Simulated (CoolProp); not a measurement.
Saturation properties of fluorine (Tc = 144.4 K, pc = 5.240 MPa, ω = 0.045).

The numbers come from the reference Helmholtz-energy equation of state, de Reuck 1990 in CoolProp.

```json
[
 {"T (K)": "105.9", "p (MPa)": "0.6700", "liquid density (kg/m³)": "1341", "enthalpy of vaporisation (kJ/kg)": "150.7", "vapour Z": "0.8776", "surface tension (mN/m)": "7.95"},
 {"T (K)": "108.9", "p (MPa)": "0.8259", "liquid density (kg/m³)": "1315", "enthalpy of vaporisation (kJ/kg)": "146.5", "vapour Z": "0.8594", "surface tension (mN/m)": "7.21"},
 {"T (K)": "111.8", "p (MPa)": "?", "liquid density (kg/m³)": "1289", "enthalpy of vaporisation (kJ/kg)": "?", "vapour Z": "0.8403", "surface tension (mN/m)": "6.50"},
 {"T (K)": "114.8", "p (MPa)": "1.206", "liquid density (kg/m³)": "1260", "enthalpy of vaporisation (kJ/kg)": "137.2", "vapour Z": "0.8187", "surface tension (mN/m)": "5.77"},
 {"T (K)": "117.7", "p (MPa)": "1.434", "liquid density (kg/m³)": "1231", "enthalpy of vaporisation (kJ/kg)": "132.1", "vapour Z": "0.7959", "surface tension (mN/m)": "5.09"},
 {"T (K)": "120.7", "p (MPa)": "1.699", "liquid density (kg/m³)": "1200", "enthalpy of vaporisation (kJ/kg)": "126.3", "vapour Z": "0.7701", "surface tension (mN/m)": "4.41"},
 {"T (K)": "123.6", "p (MPa)": "1.988", "liquid density (kg/m³)": "1167", "enthalpy of vaporisation (kJ/kg)": "120.3", "vapour Z": "0.7428", "surface tension (mN/m)": "3.76"},
 {"T (K)": "126.6", "p (MPa)": "2.322", "liquid density (kg/m³)": "1131", "enthalpy of vaporisation (kJ/kg)": "113.3", "vapour Z": "0.7116", "surface tension (mN/m)": "3.11"},
 {"T (K)": "129.5", "p (MPa)": "2.682", "liquid density (kg/m³)": "?", "enthalpy of vaporisation (kJ/kg)": "105.8", "vapour Z": "0.6782", "surface tension (mN/m)": "?"},
 {"T (K)": "132.5", "p (MPa)": "3.095", "liquid density (kg/m³)": "1047", "enthalpy of vaporisation (kJ/kg)": "96.80", "vapour Z": "0.6393", "surface tension (mN/m)": "1.91"},
 {"T (K)": "135.5", "p (MPa)": "3.554", "liquid density (kg/m³)": "994.3", "enthalpy of vaporisation (kJ/kg)": "86.21", "vapour Z": "0.5946", "surface tension (mN/m)": "1.34"}
]
```

Q: What belongs in the gaps?

A: 
- 111.8, p (MPa): 1.000
- 111.8, enthalpy of vaporisation (kJ/kg): 142.0
- 129.5, liquid density (kg/m³): 1092
- 129.5, surface tension (mN/m): 2.50

It boils at 85.0 K under 1 atm.

Surface tension comes from a separate correlation (Mulero 2012).
